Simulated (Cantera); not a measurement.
# Stirred combustor or abatement burner

A perfectly stirred reactor is fed with 22.8 % CO, 9.37 % H2, 13.4 % O2, 50.5 % N2, 3.88 % H2O, equivalence ratio 1.2, at 5.00 bar; it is adiabatic with a 625 K inlet, and is followed from long to short residence time, starting on the burning branch (τ in s: 0.19, 0.086, 0.04, 0.018, 0.0085, 0.0039, 0.0018, 0.00084, 0.00039, 0.00018, 8.3e-05, 3.9e-05, 1.8e-05).

Detailed kinetics in Cantera: GRI-Mech 3.0 (53 species, 325 reactions). The hydrogen kinetics of GRI-Mech 3.0 are dated; newer H2 mechanisms differ, most at raised pressure.

```tsv
τ (s)	T (K)	x CO	x H2	x O2	x CO2	x NO2	x OH
0.19	2542	0.0663	0.00759	0.00377	0.195	7.11e-7	0.00481
0.086	2541	0.0663	0.00760	0.00382	0.195	7.05e-7	0.00484
0.040	2540	0.0665	0.00762	0.00393	0.195	6.93e-7	0.00490
0.018	2537	0.0668	0.00767	0.00417	0.195	6.68e-7	0.00504
0.0085	2531	0.0674	0.00776	0.00463	0.194	6.23e-7	0.00527
0.0039	2518	0.0687	0.00796	0.00549	0.192	5.43e-7	0.00570
0.0018	2495	0.0710	0.00832	0.00696	0.189	4.31e-7	0.00638
0.00084	2457	0.0748	0.00894	0.00920	0.185	3.10e-7	0.00732
0.00039	2398	0.0802	0.00990	0.0123	0.178	2.01e-7	0.00846
0.00018	2318	0.0872	0.0112	0.0164	0.170	1.21e-7	0.00964
8.3e-5	2218	0.0954	0.0128	0.0212	0.159	7.53e-8	0.0106
3.9e-5	2099	0.104	0.0143	0.0266	0.148	5.37e-8	0.0110
1.8e-5	1953	0.117	0.0157	0.0338	0.133	4.10e-8	0.0105
```
x: mole fraction; the columns are a selection and need not sum to one.
